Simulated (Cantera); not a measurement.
What does this Cantera script print?

```python
import numpy as np
import cantera as ct

gas = ct.Solution("h2o2.yaml")


def delay(T, t_max=10):
    gas.TPX = T, 101325, {'H2': 1, 'O2': 0.294, 'N2': 1.11, 'H2O': 0.13}
    reactor = ct.IdealGasConstPressureReactor(gas, clone=False)
    net = ct.ReactorNet([reactor])
    net.rtol, net.atol = 1e-8, 1e-16
    while net.time < t_max:
        t_old, T_old = net.time, reactor.T
        net.step()
        if reactor.T > T + 400:  # ignition: a rise of 400 K
            return t_old + (T + 400 - T_old) / (reactor.T - T_old) * (net.time - t_old)
    return np.nan


taus = []
for T in [850, 900, 950, 1000, 1050, 1100, 1150, 1200, 1250, 1300]:
    taus.append(delay(T))
    print(f"T0 = {T:6g} K   tau = {taus[-1]:.4e} s")

# d ln(tau) / d ln(k), from doubling and halving each rate constant
T, sens = 1100, []
for i in range(gas.n_reactions):
    gas.set_multiplier(2.0, i)
    up = delay(T)
    gas.set_multiplier(0.5, i)
    down = delay(T)
    gas.set_multiplier(1.0, i)
    sens.append((np.log(up / down) / np.log(4.0), gas.reaction(i).equation))
sens.sort(key=lambda x: -abs(x[0]))
print(f"sensitivities at {T} K")
for s, eq in sens[:10]:
    print(f"{s:8.3f}  {eq}")
```

Output:

```
T0 =    850 K   tau = 1.7253e+00 s
T0 =    900 K   tau = 2.9661e-01 s
T0 =    950 K   tau = 4.1470e-02 s
T0 =   1000 K   tau = 1.9768e-03 s
T0 =   1050 K   tau = 2.3349e-04 s
T0 =   1100 K   tau = 1.1883e-04 s
T0 =   1150 K   tau = 7.6987e-05 s
T0 =   1200 K   tau = 5.5323e-05 s
T0 =   1250 K   tau = 4.2307e-05 s
T0 =   1300 K   tau = 3.3849e-05 s
sensitivities at 1100 K
  -1.437  H + O2 <=> O + OH
   0.204  H + O2 + H2O <=> HO2 + H2O
   0.198  H + O2 + M <=> HO2 + M
   0.139  H + O2 + N2 <=> HO2 + N2
  -0.115  H2 + O <=> H + OH
  -0.063  H + HO2 <=> 2 OH
  -0.037  H2 + OH <=> H + H2O
   0.028  H + O2 + O2 <=> HO2 + O2
  -0.019  H + HO2 <=> H2 + O2
  -0.004  H + H2O2 <=> H2 + HO2
```

Cantera simulation using the H2/O2 subset of GRI-Mech 3.0, which has no nitrogen chemistry; the numbers are that mechanism's predictions, not measurements. Below about 950 K walls govern HO2 and H2O2 in real vessels. Where the delays flatten at high temperature, the 400 K rule measures the pace of heat release, not the induction time.
